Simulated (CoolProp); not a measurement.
A single-stage vapour-compression cycle with vinyl chloride: evaporating at 239.15 K (dew point), condensing at 280.15 K (bubble point), superheat 8 K, subcooling 0 K, compressor efficiency 0.8, no pressure losses. Each further row changes one setting.

The numbers come from the reference Helmholtz-energy equation of state, Thol 2022 in CoolProp.

```tsv
case	cooling COP	pressure ratio	discharge temperature (K)	refrigerating effect (kJ/kg)	volumetric capacity (kJ/m³)
as stated	4.02	5.43	342.3	317	399
evaporating temperature 244.15 K	?	?	334.0	?	?
condensing temperature 275.15 K	?	4.56	332.1	324	409
subcooling 5 K	?	5.43	342.3	324	409
superheat 18 K	?	5.43	353.5	324	392
compressor efficiency 0.7	3.52	5.43	?	317	399
```

What belongs in the gaps?


- evaporating temperature 244.15 K, cooling COP: 4.76
- evaporating temperature 244.15 K, pressure ratio: 4.26
- evaporating temperature 244.15 K, refrigerating effect (kJ/kg): 320
- evaporating temperature 244.15 K, volumetric capacity (kJ/m³): 505
- condensing temperature 275.15 K, cooling COP: 4.66
- subcooling 5 K, cooling COP: 4.12
- superheat 18 K, cooling COP: 3.97
- compressor efficiency 0.7, discharge temperature (K): 353.9
